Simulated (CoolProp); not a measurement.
R124 along the isotherm 427.9 K: fugacity coefficient from the reference equation and from simpler models built on Tc = 395.4 K, pc = 3.624 MPa, ω = 0.288; each cubic takes its own stable root.

Values from CoolProp's reference Helmholtz-energy equation of state, de Vries 1995.

```
p (MPa)  phase  reference
-------  -----  ---------
0.151      gas     0.9891
0.302      gas     0.9782
0.453      gas     0.9674
0.604      gas     0.9566
0.755      gas     0.9459
0.906      gas     0.9352
1.06       gas     0.9244
1.21       gas     0.9139
1.36       gas     0.9034
1.51       gas     0.8930
1.66       gas     0.8827
1.81       gas     0.8724
```

**Question.** How far does each simpler model (van der Waals, Peng-Robinson) lie from the reference over these 12 states: mean and median of the absolute difference, and the worst?

**Answer.** 
- van der Waals: mean 0.4 %, median 0.5 %, worst +0.8 % at 427.9 K and 1.81 MPa
- Peng-Robinson: mean 0.8 %, median 0.8 %, worst -1.4 % at 427.9 K and 1.81 MPa
